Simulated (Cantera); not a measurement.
What does this Cantera script print?

```python
import numpy as np
import cantera as ct

gas_names = """
    Cr CrO CrO2 CrO3 H HO2 H2 H2O H2O2 O OH O2 O3
""".split()
cond_names = """
    Cr(cr) Cr(L) Cr2O3(s) Cr2O3(L) H2O(s) H2O(L)
""".split()


# ... load() reads the species with a 1 bar reference pressure and builds the phases ...
atoms = {
    'Cr2O3': {'Cr': 2, 'O': 3},
    'H2': {'H': 2},
}
top_T = {}  # K; cautious upper limits of use, not melting points


# ... equilibrate(T, P, feed) seeds the gas with the atoms and calls Mixture.equilibrate('TP', solver="vcs", rtol=1e-11, max_steps=5000) ...
results = []
T = 1948.15  # K
P = 100000  # Pa
for m in [4.6, 10, 22, 48, 100, 230, 500, 1100]:
    feed = {'Cr2O3': 1, 'H2': m}  # mol
    mix = equilibrate(T, P, feed)
    results.append((T, P, feed, dict(zip(mix.species_names, mix.species_moles))))

top = {s: max(r[3][s] / sum(r[3][g] for g in gas_names) for r in results) for s in gas_names}
cols = sorted((s for s in top if top[s] > 1e-05), key=lambda s: -top[s])[:7]
seen = [c for c in cond_names if any(r[3].get(c, 0) > 1e-12 for r in results)]
print("log10 of partial pressures in bar; condensed amounts in mol")
print(f"{'n(H2)':>10s}" + "".join(f"{s[:9]:>10s}" for s in cols + seen))
for T, P, feed, n in results:
    ng = sum(n[g] for g in gas_names)
    print(f"{feed['H2']:10.4g}" + "".join(f"{np.log10(max(n[s] / ng * P / 1e5, 1e-99)):10.3f}" for s in cols)
          + "".join(f"{n.get(c, 0):10.4g}" for c in seen))
```

It prints:

```
log10 of partial pressures in bar; condensed amounts in mol
     n(H2)        H2       H2O         H        Cr    Cr(cr)  Cr2O3(s)
       4.6    -0.006    -1.920    -2.949    -3.201   0.03399    0.9815
        10    -0.006    -1.920    -2.949    -3.201   0.07388    0.9599
        22    -0.006    -1.920    -2.949    -3.201    0.1625    0.9118
        48    -0.006    -1.920    -2.949    -3.201    0.3546    0.8075
       100    -0.006    -1.920    -2.949    -3.201    0.7388    0.5989
       230    -0.006    -1.920    -2.949    -3.201     1.699   0.07741
       500    -0.003    -2.223    -2.948    -3.201     1.684         0
      1100    -0.002    -2.565    -2.947    -3.201     1.306         0
```

Method: chemical equilibrium by Gibbs-energy minimisation in Cantera with the NASA 1993 tables (ideal gas, pure condensed phases). Mutual solubility and eutectic melting of coexisting phases are not modelled.
